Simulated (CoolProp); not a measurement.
Vapour-liquid equilibrium of hydrogen sulfide (1) + n-butane (2) at 2.14 bar; x and y are mole fractions of (1).

The numbers come from the multi-fluid Helmholtz-energy mixture model, Lemmon 2006 and Bücker 2006; pair parameters Kunz 2012 in CoolProp.

```json
[
 {"x": "0.05", "bubble temperature, mixture model (K)": "275.4", "bubble temperature, Raoult's law (K)": "283.8", "y, mixture model": "0.483", "y, Raoult's law": "0.326"},
 {"x": "0.2", "bubble temperature, mixture model (K)": "247.9", "bubble temperature, Raoult's law (K)": "264.0", "y, mixture model": "0.854", "y, Raoult's law": "0.731"},
 {"x": "0.35", "bubble temperature, mixture model (K)": "238.9", "bubble temperature, Raoult's law (K)": "252.3", "y, mixture model": "0.916", "y, Raoult's law": "0.868"},
 {"x": "0.5", "bubble temperature, mixture model (K)": "235.1", "bubble temperature, Raoult's law (K)": "244.3", "y, mixture model": "0.937", "y, Raoult's law": "0.930"},
 {"x": "0.65", "bubble temperature, mixture model (K)": "233.1", "bubble temperature, Raoult's law (K)": "238.4", "y, mixture model": "0.950", "y, Raoult's law": "0.964"},
 {"x": "0.8", "bubble temperature, mixture model (K)": "231.5", "bubble temperature, Raoult's law (K)": "233.8", "y, mixture model": "0.962", "y, Raoult's law": "0.984"},
 {"x": "0.95", "bubble temperature, mixture model (K)": "229.6", "bubble temperature, Raoult's law (K)": "230.0", "y, mixture model": "0.985", "y, Raoult's law": "0.997"}
]
```

The largest gap from Raoult's law is -16.1 K in bubble temperature, at x = 0.2. No azeotrope shows between x = 0.05 and 0.95.

Pair parameters are fitted to limited data, so mixtures are less certain than the pure fluids. With so large a gap from Raoult's law the liquid may split in two, which this calculation doesn't test in full.
